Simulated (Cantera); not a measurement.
Charge: 1 mol Si, a varied amount of Cl2, 3.4 mol H2, held at 1250 K and 1 atm.

Method: chemical equilibrium by Gibbs-energy minimisation in Cantera with the NASA 1993 tables (ideal gas, pure condensed phases). Candidate condensed phases: Si; 19 gas species. The numbers say what is thermodynamically allowed, not how fast it happens.

Q: What share of the Si ends up in condensed phases as a function of n(Cl2) (mol), at 0.5, 0.69, 0.88, 1.1, 1.3, 1.4, 1.6, 1.8, 2, 2.2, 2.4, 2.6?

A: 
```csv
n(Cl2) (mol),Si condensed (%),as
0.5,75.3,Si(s)
0.69,65.0,Si(s)
0.88,54.7,Si(s)
1.1,42.9,Si(s)
1.3,32.1,Si(s)
1.4,26.7,Si(s)
1.6,16.0,Si(s)
1.8,5.2,Si(s)
2,0.0,-
2.2,0.0,-
2.4,0.0,-
2.6,0.0,-
```
